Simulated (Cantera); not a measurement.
A perfectly stirred reactor is fed with 63.7 % CH4, 36.3 % H2, at 750 Torr; it is held at 1475 K, and followed from long to short residence time.

Cantera simulation using GRI-Mech 3.0 (53 species, 325 reactions); the numbers are that mechanism's predictions, not measurements. GRI-Mech 3.0 stops at C3 and has no aromatics, soot or wall deposition, so with more carbon than oxygen in the feed, carbon stays in small species such as C2H2 where larger ones or solid carbon would form.

Task: Predict: x(CH4) at τ = 0.390 s; x(H2) at τ = 0.390 s; x(C2H2) at τ = 0.390 s; x(CH3) at τ = 0.390 s; x(C2H4) at τ = 0.390 s; x(CH4) at τ = 8.30 ms; x(H2) at τ = 8.30 ms; x(C2H2) at τ = 8.30 ms; x(CH3) at τ = 8.30 ms; x(C2H4) at τ = 8.30 ms.

Result: 
| Property | Result |
|---|---|
| x(CH4) at τ = 0.390 s | 0.472 |
| x(H2) at τ = 0.390 s | 0.476 |
| x(C2H2) at τ = 0.390 s | 0.0421 |
| x(CH3) at τ = 0.390 s | 0.000108 |
| x(C2H4) at τ = 0.390 s | 0.0102 |
| x(CH4) at τ = 8.30 ms | 0.632 |
| x(H2) at τ = 8.30 ms | 0.366 |
| x(C2H2) at τ = 8.30 ms | 0.000294 |
| x(CH3) at τ = 8.30 ms | 0.000128 |
| x(C2H4) at τ = 8.30 ms | 0.00109 |
